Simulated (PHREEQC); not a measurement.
Synthetic water in mmol/kgw, 55 °C, pH 3.25:

```
constituent  mmol/kgw
-----------  --------
Na               85.6
K                1.64
Ca               1.24
Mg               7.44
Cl               7.94
S(6)             51.7
```

Valence states are taken as typed.

Computed with PHREEQC (Pitzer model, pitzer.dat).

Each row changes one thing in this solution. Precipitation was switched off in this run.

```
case                                               HSO4- (mol/kgw)  SI of Gypsum (CaSO4:2H2O)  SI of Epsomite (MgSO4:7H2O)
-------------------------------------------------  ---------------  -------------------------  ---------------------------
as made                                                    0.00218                      -0.97                        -3.10
Mg from 7.44 to 14.9 mmol/kgw                              0.00203                      -0.98                        -2.82
temperature from 55 to 30 °C at the same typed pH          0.00111                      -0.95                        -2.87
```

At this temperature some constants are extrapolated from 25 °C, and those without enthalpy data are left unchanged.
